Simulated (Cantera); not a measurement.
An isothermal, constant-pressure homogeneous reactor starts with H2 : O2 : N2 = 0.0057 : 1 : 0.95 (molar parts), at 1400 K and 0.0263 atm. Integrator tolerance rtol = 1e-08.

Detailed kinetics in Cantera: the H2/O2 subset of GRI-Mech 3.0, which has no nitrogen chemistry. Radical loss at walls, strong at low pressure, is not modelled.

Question: What does this change do: pressure from 0.0263 atm to 0.00197 atm?

Answer: 
| quantity | before | after |
|---|---|---|
| x(H2) at 6.00 s | 9.40e-8 (gas-phase equilibrium 1.13e-8) | 6.09e-6 (gas-phase equilibrium 4.13e-8) |
| x(O2) at 6.00 s | 0.511 (gas-phase equilibrium 0.511) | 0.509 (gas-phase equilibrium 0.511) |
| x(H) at 6.00 s | 7.59e-8 (gas-phase equilibrium 3.19e-9) | 4.27e-5 (gas-phase equilibrium 2.23e-8) |
| x(H2O) at 6.00 s | 0.00290 (gas-phase equilibrium 0.00291) | 0.00270 (gas-phase equilibrium 0.00290) |
| x(OH) at 6.00 s | 4.67e-5 (gas-phase equilibrium 1.63e-5) | 0.000376 (gas-phase equilibrium 3.11e-5) |
| x(HO2) at 6.00 s | 1.74e-8 (gas-phase equilibrium 1.21e-8) | 1.88e-8 (gas-phase equilibrium 6.34e-9) |
